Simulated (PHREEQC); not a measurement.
A solution holds 0.037 mol/kgw HCl, 0.015 mol/kgw LiCl and 9.7e-05 mol/kgw Na2SO4, at 25 °C. Closed to the air; pH follows from the charge balance.

Computed with PHREEQC (ion-association model, wateq4f.dat).

This is a speciation only: nothing precipitates in the calculation.

Predict the pH.

pH 1.50.

In which forms is S present?

HSO4- 62 %, SO4-2 37 %, LiSO4- 1.1 % of the S.
